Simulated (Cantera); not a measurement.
An isothermal, constant-pressure homogeneous reactor starts with 3.57 % C2H6, 96.4 % N2, at 2023 K and 1.50 bar.

Detailed kinetics in Cantera: GRI-Mech 3.0 (53 species, 325 reactions). GRI-Mech 3.0 stops at C3 and has no aromatics, soot or wall deposition, so with more carbon than oxygen in the feed, carbon stays in small species such as C2H2 where larger ones or solid carbon would form.

x: mole fraction; the columns are a selection and need not sum to one.

```
t (s)       x C2H6    x C2H     x CH3       x HCN    x CH2    x C2H4
--------  --------  -------  --------  ----------  -------  --------
5.00e-5    1.69e-5  4.55e-6   0.00116     4.69e-5  9.03e-6  0.000902
0.000147   6.76e-6  3.50e-6  0.000723     4.96e-5  4.57e-6  0.000187
0.000431   3.07e-6  3.58e-6  0.000490  (withheld)  3.23e-6   8.58e-5
0.00126    7.96e-7  3.80e-6  0.000252  (withheld)  1.81e-6   3.52e-5
0.00371    1.23e-7  3.96e-6   9.95e-5  (withheld)  7.59e-7   2.15e-5
0.0109     1.51e-8  4.04e-6   3.48e-5  (withheld)  2.73e-7   1.96e-5
0.0320     2.18e-9  4.06e-6   1.27e-5  (withheld)  1.00e-7   1.95e-5
0.0938    8.23e-10  4.06e-6   7.01e-6  (withheld)  5.57e-8   1.95e-5
0.275     7.52e-10  4.06e-6   6.59e-6  (withheld)  5.24e-8   1.95e-5
0.808     7.54e-10  4.05e-6   6.60e-6  (withheld)  5.25e-8   1.94e-5
2.37      7.63e-10  4.03e-6   6.67e-6  (withheld)  5.30e-8   1.93e-5
6.96      7.75e-10  3.97e-6   6.76e-6  (withheld)  5.38e-8   1.90e-5
20.4      7.77e-10  3.84e-6   6.81e-6  (withheld)  5.42e-8   1.84e-5
60.0      7.49e-10  3.60e-6   6.72e-6  (withheld)  5.35e-8   1.73e-5
```

Task: Some entries are withheld; supply them.

Result: 
- 0.000431, x HCN: 5.40e-5
- 0.00126, x HCN: 6.25e-5
- 0.00371, x HCN: 7.44e-5
- 0.0109, x HCN: 8.82e-5
- 0.0320, x HCN: 0.000104
- 0.0938, x HCN: 0.000125
- 0.275, x HCN: 0.000176
- 0.808, x HCN: 0.000324
- 2.37, x HCN: 0.000724
- 6.96, x HCN: 0.00171
- 20.4, x HCN: 0.00381
- 60.0, x HCN: 0.00775
